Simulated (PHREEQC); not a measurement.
1 kg of water holding 0.21 mol SrCl2, 0.033 mol KCl, 0.038 mol CaCl2 and 0.22 mol NaCl is evaporated at 25 °C; the solids stay in contact with the brine. CO2 from the air is kept out. The run lets Halite, Portlandite, Sylvite precipitate or redissolve, and no other solid.

All values are PHREEQC results (Pitzer model, pitzer.dat), not measurements.

Problem. Predict ionic strength, water activity at water left (kg) = 0.2082, 0.1156.

Solution. 
| water left (kg) | ionic strength | water activity |
|---|---|---|
| 0.2082 | 4.79 | 0.880 |
| 0.1156 | 8.62 | 0.740 |
